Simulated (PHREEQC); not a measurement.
Solution (65 °C): 0.016 mol/kgw CdCl2, 0.072 mol/kgw CaCl2 and 6.8e-05 mol/kgw H2SO4. Closed to the air; pH follows from the charge balance.

The numbers come from PHREEQC with the ion-association model, phreeqc.dat.

Question: The ionic strength comes out as 0.233 mol/kgw. What activity coefficients do H+, Ca+2, Cl-, CdCl+, Cd+2 get?

Answer: H+ 0.78, Ca+2 0.28, Cl- 0.69, CdCl+ 0.72, Cd+2 0.27.

Precipitation was switched off in this run. Species that the database lacks are ignored. Away from 25 °C the constants follow the database's enthalpies or fits; those with neither stay at their 25 °C values.
